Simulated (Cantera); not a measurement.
Feed: 1 mol TEOS, 0.18 mol H2O, equilibrated at 1700 K and 0.133 bar.

These are equilibrium values from Cantera (NASA tables, ideal gas, pure condensed phases), not measurements of a reactor. Candidate condensed phases: C, C6H6, C7H8, C8H18, H2O, Si, SiC, SiO2; 123 gas species. The feed counts by its element totals alone. Equilibrium is a limit: real reactors are often held back by kinetics, nucleation or transport.

Base state: H2 0.708, CO 0.290, SiO 0.00119, H 0.000340, CH4 7.33e-5, C2H2 (acetylene) 5.20e-5, H2O 1.32e-5 (mole fractions); condensed: C(graphite) + SiC(s).

Question: What changes in the equilibrium state with this change: temperature from 1700 K to 600 K?

Answer: 
```csv
species,before,after
CH4,7.33e-5,0.503
H2O,1.32e-5,0.277
H2,0.708,0.200
CO,0.290,0.000510
CO2,1.58e-6,0.0200
SiO,0.00119,<1e-9
H,0.000340,<1e-9
C2H2 (acetylene),5.20e-5,<1e-9
"C(graphite), mol",2.85,4.41
"SiC(s), mol",0.983,0
"SiO2(α-quartz), mol",0,1.00
```

Question: What changes in the equilibrium state with this change: temperature from 1700 K to 1375 K?

Answer: 
```csv
species,before,after
H2,0.708,0.823
CO,0.290,0.176
CH4,7.33e-5,0.000450
SiO,0.00119,2.28e-6
H,0.000340,8.51e-6
C2H2 (acetylene),5.20e-5,1.46e-6
H2O,1.32e-5,8.91e-5
"C(graphite), mol",2.85,5.82
"SiC(s), mol",0.983,0
"SiO2(β-quartz), mol",0,1.000
```
The tables hold silica as quartz up to 1696 K and as liquid above; real silica turns to tridymite and cristobalite and melts near 1996 K.
